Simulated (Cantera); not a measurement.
Input: 1 mol Si, a varied amount of H2, 1.5 mol Cl2, equilibrated at 300000 Pa.

Points: T (K) = 573, 673, 773, 873, 973, 1073, 1173, 1273, 1373; n(H2) (mol) = 0.52, 0.72, 0.92, 1.1, 1.3, 1.5, 1.7, 1.9, 2.1, 2.3, 2.5, 2.7, 2.9.

Cantera's Mixture.equilibrate('TP', solver="vcs", rtol=1e-11, max_steps=5000) on the NASA tables stopped like this:

```
ERROR: FAILURE its = 5001!

*******************************************************************************
CanteraError thrown by MultiPhase::equilibrate:
VCS solver failed. Return code: -1
*******************************************************************************
```

Question: What got this run through?

Answer: One answer among several that fit: The failure is numerical, not chemical. The same input converged with solver="gibbs", rtol=1e-10, max_steps=50000, and the result passed a check of the equilibrium conditions:
```
    573       0.52  Si(cr)
    573       0.72  Si(cr)
    573       0.92  Si(cr)
    573        1.1  Si(cr)
    573        1.3  Si(cr)
    573        1.5  Si(cr)
    573        1.7  Si(cr)
    573        1.9  Si(cr)
    573        2.1  Si(cr)
    573        2.3  Si(cr)
    573        2.5  Si(cr)
    573        2.7  Si(cr)
    573        2.9  Si(cr)
    673       0.52  Si(cr)
    673       0.72  Si(cr)
    673       0.92  Si(cr)
    673        1.1  Si(cr)
    673        1.3  Si(cr)
    673        1.5  Si(cr)
    673        1.7  Si(cr)
    673        1.9  Si(cr)
    673        2.1  Si(cr)
    673        2.3  Si(cr)
    673        2.5  Si(cr)
    673        2.7  Si(cr)
    673        2.9  Si(cr)
    773       0.52  Si(cr)
    773       0.72  Si(cr)
    773       0.92  Si(cr)
    773        1.1  Si(cr)
    773        1.3  Si(cr)
    773        1.5  Si(cr)
    773        1.7  Si(cr)
    773        1.9  Si(cr)
    773        2.1  Si(cr)
    773        2.3  Si(cr)
    773        2.5  Si(cr)
    773        2.7  Si(cr)
    773        2.9  Si(cr)
    873       0.52  Si(cr)
    873       0.72  Si(cr)
    873       0.92  Si(cr)
    873        1.1  Si(cr)
    873        1.3  Si(cr)
    873        1.5  Si(cr)
    873        1.7  Si(cr)
    873        1.9  Si(cr)
    873        2.1  Si(cr)
    873        2.3  Si(cr)
    873        2.5  Si(cr)
    873        2.7  Si(cr)
    873        2.9  Si(cr)
    973       0.52  Si(cr)
    973       0.72  Si(cr)
    973       0.92  Si(cr)
    973        1.1  Si(cr)
    973        1.3  Si(cr)
    973        1.5  Si(cr)
    973        1.7  Si(cr)
    973        1.9  Si(cr)
    973        2.1  Si(cr)
    973        2.3  Si(cr)
    973        2.5  Si(cr)
    973        2.7  Si(cr)
    973        2.9  Si(cr)
   1073       0.52  Si(cr)
   1073       0.72  Si(cr)
   1073       0.92  Si(cr)
   1073        1.1  Si(cr)
   1073        1.3  Si(cr)
   1073        1.5  Si(cr)
   1073        1.7  Si(cr)
   1073        1.9  Si(cr)
   1073        2.1  Si(cr)
   1073        2.3  Si(cr)
   1073        2.5  Si(cr)
   1073        2.7  Si(cr)
   1073        2.9  Si(cr)
   1173       0.52  Si(cr)
   1173       0.72  Si(cr)
   1173       0.92  Si(cr)
   1173        1.1  Si(cr)
   1173        1.3  Si(cr)
   1173        1.5  Si(cr)
   1173        1.7  Si(cr)
   1173        1.9  Si(cr)
   1173        2.1  Si(cr)
   1173        2.3  Si(cr)
   1173        2.5  Si(cr)
   1173        2.7  Si(cr)
   1173        2.9  Si(cr)
   1273       0.52  Si(cr)
   1273       0.72  Si(cr)
   1273       0.92  Si(cr)
   1273        1.1  Si(cr)
   1273        1.3  Si(cr)
   1273        1.5  Si(cr)
   1273        1.7  Si(cr)
   1273        1.9  Si(cr)
   1273        2.1  Si(cr)
   1273        2.3  Si(cr)
   1273        2.5  Si(cr)
   1273        2.7  Si(cr)
   1273        2.9  Si(cr)
   1373       0.52  Si(cr)
   1373       0.72  Si(cr)
   1373       0.92  Si(cr)
   1373        1.1  Si(cr)
   1373        1.3  Si(cr)
   1373        1.5  Si(cr)
   1373        1.7  Si(cr)
   1373        1.9  Si(cr)
   1373        2.1  Si(cr)
   1373        2.3  Si(cr)
   1373        2.5  Si(cr)
   1373        2.7  Si(cr)
   1373        2.9  Si(cr)
```

The gas is ideal and each condensed phase is pure. The tables' values for SiCl3 are old estimates.
